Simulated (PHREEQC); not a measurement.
Consider water at 25 °C with 0.22 mol NaOH, 0.00036 mol Na2B4O7 and 0.094 mol MgCl2 per kg of water. It is in equilibrium with CO2 at log p = 0 (atm). Otherwise closed; pH follows from the charge balance.

Computed with PHREEQC (Pitzer model, pitzer.dat).

This is a speciation only: nothing precipitates in the calculation.

Problem. Order these C species by the share of C that they hold, largest first: HCO3-, CO2, CO3-2, MgCO3.

Solution. HCO3- (87 %), CO2 (13 %), MgCO3 (0.36 %), CO3-2 (0.26 %)

The pH is 6.93 and the ionic strength 0.501 mol/kgw. Saturation is exceeded, for instance for Magnesite (slow to form); the values hold only as long as no solid forms. Complexes and solids missing from the database can't appear.
